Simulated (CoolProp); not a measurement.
Vapour-liquid equilibrium of R125 (1) + R227EA (2) at 0.21 MPa; x and y are mole fractions of (1).

Values from CoolProp's multi-fluid Helmholtz-energy mixture model, Lemmon 2005 and Lemmon 2016; pair parameters Bell 2016.

Task: Give the bubble temperature and the first vapour's composition at x = 0.05, 0.575, 0.65. Is there an azeotrope?

Result: x = 0.05: -0.9 °C, y = 0.138; x = 0.575: -22.2 °C, y = 0.830; x = 0.65: -24.2 °C, y = 0.871. No azeotrope shows between x = 0.05 and 0.95.

The pair parameters rest on a limited set of measurements; away from them the model extrapolates.
